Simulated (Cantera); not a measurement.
A freely propagating, adiabatic, planar premixed flame of 12.8 % CH4, 18.3 % O2, 68.8 % N2, unburnt at 550 K and 0.132 atm; mixture-averaged transport, grid criteria slope 0.08 and curve 0.16, no radiation.

Model: GRI-Mech 3.0 (53 species, 325 reactions), integrated in Cantera. Burning velocities carry a grid error of a few per cent, more on coarse grids.

Task: Predict: laminar burning velocity; thermal thickness; peak x(CH3); peak x(CH2).

Result: 
- laminar burning velocity: 103 cm/s
- thermal thickness: 2.57 mm
- peak x(CH3): 0.00581
- peak x(CH2): 0.000103
